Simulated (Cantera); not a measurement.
Input (Python, Cantera):

```python
import numpy as np
import cantera as ct

gas = ct.Solution("gri30.yaml")
gas.TPX = 2325, 2666, {'CH4': 0.0071, 'H2': 1}
inlet = ct.Reservoir(gas, clone=True)

reactor = ct.IdealGasConstPressureReactor(gas, energy="off", clone=False)
exhaust = ct.Reservoir(gas, clone=True)
tau = [2.1, 0.93, 0.42, 0.19, 0.085, 0.038, 0.017, 0.0078][0]
for a, b in ((inlet, reactor), (reactor, exhaust)):
    ct.MassFlowController(a, b, mdot=lambda t: reactor.mass / tau)
net = ct.ReactorNet([reactor])
show = ['CH4', 'H2', 'CH2', 'C2H4', 'CH3']

rows = []
print(f"{'tau/s':>10s}{'T/K':>9s}" + "".join(f"{s:>11s}" for s in show))
for tau in [2.1, 0.93, 0.42, 0.19, 0.085, 0.038, 0.017, 0.0078]:
    net.initial_time = 0.0
    net.advance(30 * tau)
    before = gas.X
    net.advance(40 * tau)
    drift = np.max(np.abs(gas.X - before) / (gas.X + 1e-9))
    rows.append([gas.T, *gas[show].X, drift])
    print(f"{tau:10.3e}{gas.T:9.1f}" + "".join(f"{x:11.3e}" for x in gas[show].X))
```

Result:

```
     tau/s      T/K        CH4         H2        CH2       C2H4        CH3
 2.100e+00   2325.0  2.926e-05  9.371e-01  3.309e-06  1.377e-07  3.448e-05
 9.300e-01   2325.0  5.327e-05  9.428e-01  4.854e-06  1.643e-07  5.643e-05
 4.200e-01   2325.0  1.073e-04  9.507e-01  6.926e-06  2.263e-07  9.588e-05
 1.900e-01   2325.0  2.287e-04  9.592e-01  9.548e-06  3.722e-07  1.650e-04
 8.500e-02   2325.0  4.816e-04  9.662e-01  1.274e-05  7.227e-07  2.781e-04
 3.800e-02   2325.0  9.577e-04  9.715e-01  1.626e-05  1.539e-06  4.465e-04
 1.700e-02   2325.0  1.784e-03  9.756e-01  1.935e-05  3.254e-06  6.713e-04
 7.800e-03   2325.0  3.019e-03  9.789e-01  2.018e-05  5.920e-06  8.998e-04
```

Cantera simulation using GRI-Mech 3.0 (53 species, 325 reactions); the numbers are that mechanism's predictions, not measurements. GRI-Mech 3.0 stops at C3 and has no aromatics, soot or wall deposition, so with more carbon than oxygen in the feed, carbon stays in small species such as C2H2 where larger ones or solid carbon would form. Radical loss at walls, strong at low pressure, is not modelled.
